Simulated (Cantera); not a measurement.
## Diamond growth

A diamond (100) surface in a fixed gas of H2 with x(CH4) = 0.0085, x(H) = 0.00064, x(CH3) = 3.4e-05, at 1150 K; coverages are run to steady state.

Detailed kinetics in Cantera: the Harris–Goodwin 1993 mechanism for the reconstructed diamond (100) surface.

```csv
P (Pa),growth (µm/h),θ c6HH,θ c6H*,θ c6*H,θ c6**,θ c6HM
510,0.00776,0.500,0.0318,0.451,0.0170,0.000175
940,0.0170,0.500,0.0318,0.451,0.0170,0.000321
1700,0.0388,0.500,0.0318,0.450,0.0170,0.000572
3100,0.0959,0.499,0.0318,0.450,0.0169,0.00101
5700,0.254,0.499,0.0317,0.450,0.0169,0.00175
10000,0.640,0.498,0.0317,0.449,0.0169,0.00280
19000,1.81,0.497,0.0316,0.448,0.0168,0.00451
34000,4.43,0.495,0.0315,0.446,0.0168,0.00641
```
θ: site fractions in the mechanism's names (c6HH fully hydrogenated, c6H* and c6*H radical sites, c6** diradical, c6HM methylated).
